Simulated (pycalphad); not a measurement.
Source of the numbers: pycalphad with the COST 507 light-alloy database (1999); pressure 1 atm. These are 1990s assessments: newer ones move some temperatures and phases. Amounts are mole fractions of atoms.

### Question
Give the equilibrium state of Al-3.804Si (wt.%) at 875 K.

### Answer
FCC_A1, fraction 0.660, with 1.1 Si wt.%; LIQUID, fraction 0.340, with 9.1 Si wt.%.

### Question
Give the equilibrium state of Al-3.804Si (wt.%) at 775 K.

### Answer
FCC_A1, fraction 0.971, with 0.81 Si wt.%; DIAMOND_A4, fraction 0.029, with >99.99 Si wt.%.

FCC_A1 is fcc; DIAMOND_A4 is diamond (Si).
